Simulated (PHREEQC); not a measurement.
1 kg of water holding 0.25 mol Na2CO3, 0.12 mol KCl, 0.015 mol NaHCO3 and 0.011 mol Na2SO4 is evaporated at 25 °C; the solids stay in contact with the brine. CO2 from the air is kept out. Only these solids could form: Arcanite, Burkeite, Glaserite, Halite, Kalicinite, Mirabilite, Misenite, Nahcolite, Natron, Sylvite, Thenardite, Trona.

The series has 16 steps of water left (kg), from 1 to 0.04885.

Equilibrium calculation in PHREEQC: Pitzer model, pitzer.dat.

Problem. Which solids form, in which order, and at which step of the series does each first stand?

Solution. Trona from water left = 0.07794 kg (pH 10.89); Natron from water left = 0.06363 kg (pH 11.40); Glaserite from water left = 0.04885 kg (pH 11.91); Sylvite from water left = 0.04885 kg (pH 11.91).

Species that the database lacks are ignored.
